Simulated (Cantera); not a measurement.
A Cantera script and what it prints.

```python
import numpy as np
import cantera as ct

gas_names = """
    C CO CO2 C2 C2O C3 C3O2 C4 C5 Mg MgO Mg2 O O2 O3
""".split()
cond_names = """
    C(gr) Mg(cr) Mg(L) MgCO3(s) MgO(s) MgO(L)
""".split()


# ... load() reads the species with a 1 bar reference pressure and builds the phases ...
atoms = {
    'MgCO3': {'Mg': 1, 'C': 1, 'O': 3},
    'CO2': {'C': 1, 'O': 2},
}
top_T = {'C(gr)': 4500}  # K; cautious upper limits of use, not melting points


# ... equilibrate(T, P, feed) seeds the gas with the atoms and calls Mixture.equilibrate('TP', solver="vcs", rtol=1e-11, max_steps=5000) ...
results = []
feed = {'MgCO3': 1, 'CO2': 0.12}  # mol
P = 1600  # Pa
for T in [525, 675, 825, 975, 1125, 1275, 1425, 1575, 1725, 1875, 2025, 2175]:
    mix = equilibrate(T, P, feed)
    results.append((T, P, feed, dict(zip(mix.species_names, mix.species_moles))))
    x = sorted(zip(gas.X, gas.species_names), reverse=True)
    print(f"T = {T:g} K  P = {P:g} Pa  gas = {mix.phase_moles(0):.4g} mol")
    print("   x: " + "  ".join(f"{s} {v:.3e}" for v, s in x if v > 1e-05))
    print("   condensed (mol): " + ("  ".join(f"{mix.phase(i).name} {mix.phase_moles(i):.4g}"
          for i in range(1, mix.n_phases) if mix.phase_moles(i) > 1e-12) or "none"))
```

It prints:

```
T = 525 K  P = 1600 Pa  gas = 0.12 mol
   x: CO2 1.000e+00
   condensed (mol): MgCO3(s) 1
T = 675 K  P = 1600 Pa  gas = 1.12 mol
   x: CO2 1.000e+00
   condensed (mol): MgO(s) 1
T = 825 K  P = 1600 Pa  gas = 1.12 mol
   x: CO2 1.000e+00
   condensed (mol): MgO(s) 1
T = 975 K  P = 1600 Pa  gas = 1.12 mol
   x: CO2 1.000e+00
   condensed (mol): MgO(s) 1
T = 1125 K  P = 1600 Pa  gas = 1.12 mol
   x: CO2 1.000e+00
   condensed (mol): MgO(s) 1
T = 1275 K  P = 1600 Pa  gas = 1.12 mol
   x: CO2 9.998e-01  CO 1.018e-04  O2 5.087e-05
   condensed (mol): MgO(s) 1
T = 1425 K  P = 1600 Pa  gas = 1.12 mol
   x: CO2 9.990e-01  CO 6.542e-04  O2 3.270e-04
   condensed (mol): MgO(s) 1
T = 1575 K  P = 1600 Pa  gas = 1.122 mol
   x: CO2 9.956e-01  CO 2.934e-03  O2 1.466e-03
   condensed (mol): MgO(s) 1
T = 1725 K  P = 1600 Pa  gas = 1.126 mol
   x: CO2 9.849e-01  CO 1.006e-02  O2 5.012e-03  O 3.249e-05
   condensed (mol): MgO(s) 1
T = 1875 K  P = 1600 Pa  gas = 1.136 mol
   x: CO2 9.580e-01  CO 2.790e-02  O2 1.384e-02  O 2.237e-04
   condensed (mol): MgO(s) 1
T = 2025 K  P = 1600 Pa  gas = 1.158 mol
   x: CO2 9.020e-01  CO 6.491e-02  O2 3.189e-02  O 1.142e-03  Mg 2.082e-05
   condensed (mol): MgO(s) 1
T = 2175 K  P = 1600 Pa  gas = 1.201 mol
   x: CO2 8.039e-01  CO 1.289e-01  O2 6.232e-02  O 4.545e-03  Mg 2.903e-04  MgO 3.042e-05
   condensed (mol): MgO(s) 0.9996
```

Cantera equilibrium calculation (NASA polynomials, part measured and part estimated; ideal gas, pure solids and liquids).
